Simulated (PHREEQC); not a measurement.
Make-up at 35 °C: 0.0071 mol/kgw HNO3 and 0.21 mol/kgw KCl. Closed to the air; pH follows from the charge balance.

Computed with PHREEQC (ion-association model, phreeqc.dat).

```yaml
pH: 2.25
ionic_strength: 0.217 mol/kgw
activity_of_water: 0.993
specific_conductance: 33200 µS/cm
density: 1.004 g/cm³
total_alkalinity: -7.10 meq/kg
```

```
species  molality  activity   log γ
-------  --------  --------  ------
Cl-         0.210     0.148  -0.152
K+          0.210     0.147  -0.154
H+        0.00710   0.00562  -0.101
NO3-      0.00710   0.00485  -0.166
```

No solid was allowed to form.
